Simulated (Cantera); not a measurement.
What does this Cantera script print?

```python
import numpy as np
import cantera as ct

gas_names = [...]  # 136 gases of nasa_gas.yaml made of C, H, N, O
cond_names = """
    C(gr) C6H6(L) C7H8(L) C8H18(L),n-octa H2O(s) H2O(L)
""".split()


# ... load() reads the species with a 1 bar reference pressure and builds the phases ...
atoms = {
    'CH4': {'C': 1, 'H': 4},
    'NH3': {'N': 1, 'H': 3},
    'N2': {'N': 2},
    'O2': {'O': 2},
}
top_T = {'C(gr)': 4500}  # K; cautious upper limits of use, not melting points


# ... equilibrate(T, P, feed) seeds the gas with the atoms and calls Mixture.equilibrate('TP', solver="vcs", rtol=1e-11, max_steps=5000) ...
results = []
feed = {'CH4': 1, 'NH3': 0.016, 'N2': 4.9, 'O2': 1.6}  # mol
P = 100000  # Pa
for T in [2073, 2173, 2273, 2373, 2473, 2573, 2673]:
    mix = equilibrate(T, P, feed)
    results.append((T, P, feed, dict(zip(mix.species_names, mix.species_moles))))

top = {s: max(r[3][s] / sum(r[3][g] for g in gas_names) for r in results) for s in gas_names}
cols = sorted((s for s in top if top[s] > 0.001), key=lambda s: -top[s])[:9]
seen = [c for c in cond_names if any(r[3].get(c, 0) > 1e-12 for r in results)]
print("log10 of partial pressures in bar; condensed amounts in mol")
print(f"{'T/K':>10s}" + "".join(f"{s[:9]:>10s}" for s in cols + seen))
for T, P, feed, n in results:
    ng = sum(n[g] for g in gas_names)
    print(f"{T:10.4g}" + "".join(f"{np.log10(max(n[s] / ng * P / 1e5, 1e-99)):10.3f}" for s in cols)
          + "".join(f"{n.get(c, 0):10.4g}" for c in seen))
```

Result:

```
log10 of partial pressures in bar; condensed amounts in mol
       T/K        N2       H2O        CO       CO2        H2        OH         H        O2        NO
      2073    -0.209    -0.673    -1.210    -1.192    -1.376    -3.509    -3.268    -5.210    -4.351
      2173    -0.209    -0.671    -1.201    -1.200    -1.388    -3.167    -3.010    -4.601    -3.940
      2273    -0.209    -0.671    -1.194    -1.209    -1.398    -2.857    -2.775    -4.049    -3.567
      2373    -0.210    -0.673    -1.185    -1.220    -1.404    -2.577    -2.557    -3.552    -3.231
      2473    -0.212    -0.679    -1.174    -1.235    -1.404    -2.325    -2.354    -3.115    -2.932
      2573    -0.214    -0.689    -1.158    -1.258    -1.394    -2.104    -2.161    -2.742    -2.672
      2673    -0.218    -0.707    -1.137    -1.295    -1.372    -1.914    -1.976    -2.440    -2.453
```

Method: chemical equilibrium by Gibbs-energy minimisation in Cantera with the NASA 1993 tables (ideal gas, pure condensed phases).
